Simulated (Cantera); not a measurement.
What does this Cantera script print?

```python
import numpy as np
import cantera as ct

gas_names = """
    CL CLO CL2 H HCL HNO HNO2 HNO3 HOCL HO2 H2 H2O H2O2 N NH NH2 NH3 NH2OH NO NO2 NO3 N2 N2H2 N2H4 N2O O
    OH O2 O3 Si SiCL SiCL2 SiCL3 SiCL4 SiH SiHCL3 SiH2 SiH2CL2 SiH3 SiH3CL SiH4 SiN SiO SiO2 Si2 Si2N
    Si3
""".split()
cond_names = """
    H2O(s) H2O(L) NH4CL(a) NH4CL(b) Si(cr) Si(L) SiO2(Lqz) SiO2(hqz) SiO2(L) Si2N2O(s) Si3N4(a)
""".split()


def load(file, names, dense=False):
    # The tables refer to 1 bar. Condensed volumes are neglected.
    table = {s.name: s for s in ct.Species.list_from_file(file)}
    out = []
    for n in names:
        d = dict(table[n].input_data)
        d["thermo"] = dict(d["thermo"], **{"reference-pressure": 1e5})
        if dense:
            d["equation-of-state"] = {"model": "constant-volume", "density": "1e6 g/cm^3"}
        out.append(ct.Species.from_dict(d))
    return out


gas = ct.Solution(thermo="ideal-gas", species=load("nasa_gas.yaml", gas_names))
cond = {s.name: ct.Solution(thermo="fixed-stoichiometry", species=[s], name=s.name)
        for s in load("nasa_condensed.yaml", cond_names, dense=True)}
atoms = {
    'SiH2Cl2': {'Si': 1, 'H': 2, 'CL': 2},
    'O2': {'O': 2},
    'N2': {'N': 2},
    'N2O': {'N': 2, 'O': 1},
}
top_T = {'Si2N2O(s)': 2100, 'Si3N4(a)': 2400}  # K; cautious upper limits of use, not melting points


def equilibrate(T, P, feed):
    n = {}
    for name, mol in feed.items():
        for a, k in atoms[name].items():
            n[a] = n.get(a, 0.0) + k * mol
    gas.TPX = T, P, n
    mass = sum(n.values()) * gas.mean_molecular_weight
    gas.equilibrate("TP")
    valid = [c for c in cond.values() if c.min_temp <= T <= top_T.get(c.name, c.max_temp)]
    mix = ct.Mixture([(gas, mass / gas.mean_molecular_weight)] + [(c, 0.0) for c in valid])
    mix.T, mix.P = T, P
    mix.equilibrate("TP", solver="vcs", rtol=1e-11, max_steps=5000)
    return mix


results = []
feed = {'SiH2Cl2': 1, 'O2': 0.24, 'N2': 20, 'N2O': 12}  # mol
T = 1273.15  # K
P = 140  # Pa
mix = equilibrate(T, P, feed)
results.append((T, P, feed, dict(zip(mix.species_names, mix.species_moles))))
x = sorted(zip(gas.X, gas.species_names), reverse=True)
print(f"T = {T:g} K  P = {P:g} Pa  gas = {mix.phase_moles(0):.4g} mol")
print("   x: " + "  ".join(f"{s} {v:.3e}" for v, s in x if v > 0.0001))
print("   condensed (mol): " + ("  ".join(f"{mix.phase(i).name} {mix.phase_moles(i):.4g}"
      for i in range(1, mix.n_phases) if mix.phase_moles(i) > 1e-12) or "none"))
```

Result:

```
T = 1273.15 K  P = 140 Pa  gas = 39.29 mol
   x: N2 8.144e-01  O2 1.315e-01  HCL 4.381e-02  CL 6.021e-03  H2O 3.546e-03  CL2 5.377e-04  NO 2.664e-04
   condensed (mol): SiO2(hqz) 1
```

Method: chemical equilibrium by Gibbs-energy minimisation in Cantera with the NASA 1993 tables (ideal gas, pure condensed phases). The tables hold silica as quartz up to 1696 K and as liquid above; real silica turns to tridymite and cristobalite and melts near 1996 K.
